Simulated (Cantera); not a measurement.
An isothermal, constant-pressure homogeneous reactor starts with 2.06 % H2, 97.9 % O2, equivalence ratio 0.011, at 1325 K and 1.28 Torr.

Cantera simulation using GRI-Mech 3.0 (53 species, 325 reactions); the numbers are that mechanism's predictions, not measurements. Radical loss at walls, strong at low pressure, is not modelled.

x: mole fraction; the columns are a selection and need not sum to one.

```csv
t (s),x H2,x O2,x H2O2,x OH,x H
1.00e-5,0.0206,0.979,<1e-12,4.92e-12,1.95e-10
3.16e-5,0.0206,0.979,<1e-12,4.72e-11,5.87e-10
0.000100,0.0206,0.979,<1e-12,4.19e-10,1.59e-9
0.000316,0.0206,0.979,<1e-12,?,3.51e-9
0.00100,0.0206,0.979,5.67e-12,?,7.34e-9
0.00316,0.0206,0.979,5.48e-11,?,3.54e-8
0.0100,0.0205,0.979,4.89e-10,?,2.84e-6
0.0316,0.000471,0.961,5.62e-9,?,0.00162
0.100,0.000162,0.961,3.72e-9,0.00222,0.00132
0.316,0.000159,0.961,3.70e-9,0.00219,0.00127
1.00,0.000148,0.962,3.66e-9,0.00212,0.00115
3.16,0.000121,0.965,3.53e-9,?,0.000831
10.0,6.94e-5,0.971,3.07e-9,?,0.000352
```

Problem. What belongs in the gaps?

Solution. 
- 0.000316, x OH: 3.06e-9
- 0.00100, x OH: 1.73e-8
- 0.00316, x OH: 1.34e-7
- 0.0100, x OH: 1.17e-5
- 0.0316, x OH: 0.00283
- 3.16, x OH: 0.00192
- 10.0, x OH: 0.00146
